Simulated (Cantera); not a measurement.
Cantera run:

```python
import numpy as np
import cantera as ct

gas_names = [...]  # 113 gases of nasa_gas.yaml made of C, Cu, H, O
cond_names = """
    C(gr) C6H6(L) C7H8(L) C8H18(L),n-octa Cu(cr) Cu(L) CuO(s) CuO2H2(s) Cu2O(s) Cu2O(L) H2O(s) H2O(L)
""".split()


# ... load() reads the species with a 1 bar reference pressure and builds the phases ...
atoms = {
    'Cu2O': {'Cu': 2, 'O': 1},
    'CO': {'C': 1, 'O': 1},
    'CH4': {'C': 1, 'H': 4},
}
top_T = {'C(gr)': 4500, 'CuO(s)': 1390}  # K; cautious upper limits of use, not melting points


# ... equilibrate(T, P, feed) seeds the gas with the atoms and calls Mixture.equilibrate('TP', solver="vcs", rtol=1e-11, max_steps=5000) ...
results = []
feed = {'Cu2O': 1, 'CO': 0.73, 'CH4': 2.2}  # mol
P = 44000  # Pa
for T in [973, 1123, 1273, 1423, 1573, 1723, 1873, 2023, 2173, 2323]:
    mix = equilibrate(T, P, feed)
    results.append((T, P, feed, dict(zip(mix.species_names, mix.species_moles))))
    x = sorted(zip(gas.X, gas.species_names), reverse=True)
    print(f"T = {T:g} K  P = {P:g} Pa  gas = {mix.phase_moles(0):.4g} mol")
    print("   x: " + "  ".join(f"{s} {v:.3e}" for v, s in x if v > 1e-05))
    print("   condensed (mol): " + ("  ".join(f"{mix.phase(i).name} {mix.phase_moles(i):.4g}"
          for i in range(1, mix.n_phases) if mix.phase_moles(i) > 1e-12) or "none"))
```

Output:

```
T = 973 K  P = 44000 Pa  gas = 5.622 mol
   x: H2 6.874e-01  CO 2.223e-01  H2O 4.182e-02  CH4 2.672e-02  CO2 2.181e-02
   condensed (mol): C(gr) 1.407  Cu(cr) 2
T = 1123 K  P = 44000 Pa  gas = 6.044 mol
   x: H2 7.093e-01  CO 2.765e-01  CH4 6.497e-03  H2O 5.694e-03  CO2 2.031e-03
   condensed (mol): C(gr) 1.207  Cu(cr) 2
T = 1273 K  P = 44000 Pa  gas = 6.109 mol
   x: H2 7.150e-01  CO 2.816e-01  CH4 2.113e-03  H2O 1.054e-03  CO2 2.508e-04
   condensed (mol): C(gr) 1.195  Cu(cr) 2
T = 1423 K  P = 44000 Pa  gas = 6.123 mol
   x: H2 7.166e-01  CO 2.822e-01  CH4 8.606e-04  H2O 2.746e-04  CO2 4.772e-05
   condensed (mol): C(gr) 1.197  Cu(L) 2
T = 1573 K  P = 44000 Pa  gas = 6.127 mol
   x: H2 7.171e-01  CO 2.822e-01  CH4 4.151e-04  H2O 9.260e-05  Cu 6.026e-05  H 5.191e-05  C2H2,acetylene 1.481e-05  CO2 1.260e-05
   condensed (mol): C(gr) 1.198  Cu(L) 2
T = 1723 K  P = 44000 Pa  gas = 6.132 mol
   x: H2 7.169e-01  CO 2.821e-01  Cu 4.849e-04  H 2.328e-04  CH4 2.275e-04  C2H2,acetylene 6.488e-05  H2O 3.783e-05
   condensed (mol): C(gr) 1.198  Cu(L) 1.997
T = 1873 K  P = 44000 Pa  gas = 6.149 mol
   x: H2 7.147e-01  CO 2.813e-01  Cu 2.766e-03  H 8.226e-04  C2H2,acetylene 2.230e-04  CH4 1.370e-04  H2O 1.782e-05
   condensed (mol): C(gr) 1.197  Cu(L) 1.983
T = 2023 K  P = 44000 Pa  gas = 6.212 mol
   x: H2 7.062e-01  CO 2.785e-01  Cu 1.209e-02  H 2.406e-03  C2H2,acetylene 6.309e-04  CH4 8.769e-05  Cu2 5.397e-05
   condensed (mol): C(gr) 1.192  Cu(L) 1.924
T = 2173 K  P = 44000 Pa  gas = 6.426 mol
   x: H2 6.801e-01  CO 2.692e-01  Cu 4.280e-02  H 5.999e-03  C2H2,acetylene 1.501e-03  Cu2 3.024e-04  CH4 5.676e-05
   condensed (mol): C(gr) 1.18  Cu(L) 1.721
T = 2323 K  P = 44000 Pa  gas = 7.092 mol
   x: H2 6.109e-01  CO 2.439e-01  Cu 1.280e-01  H 1.283e-02  C2H2,acetylene 2.958e-03  Cu2 1.337e-03  CH4 3.363e-05  CH3 1.321e-05
   condensed (mol): C(gr) 1.157  Cu(L) 1.074
```

Equilibrium computed with Cantera from the NASA thermochemical tables; the gas is ideal and each condensed phase is pure.
